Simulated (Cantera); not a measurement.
Mixture: C₃H₈ : O₂ : N₂ = 1 : 3.85 : 19.6 (molar parts), at 285 Torr, adiabatic and at constant volume. Ignition delay is the time to a rise of 400 K.

Computed with Cantera and GRI-Mech 3.0 (53 species, 325 reactions). GRI-Mech 3.0 was tuned for natural gas; its chemistry of propane as a main component is partial and can be far from experiment.

Q: Predict: delay at 1150 K; delay at 1225 K; delay at 1300 K; delay at 1375 K; delay at 1450 K; delay at 1525 K; apparent activation energy between 1375 and 1525 K.

A: 
```json
{
  "delay at 1150 K": "31.8 ms",
  "delay at 1225 K": "6.65 ms",
  "delay at 1300 K": "1.79 ms",
  "delay at 1375 K": "0.617 ms",
  "delay at 1450 K": "0.263 ms",
  "delay at 1525 K": "0.134 ms",
  "apparent activation energy between 1375 and 1525 K": "180 kJ/mol"
}
```
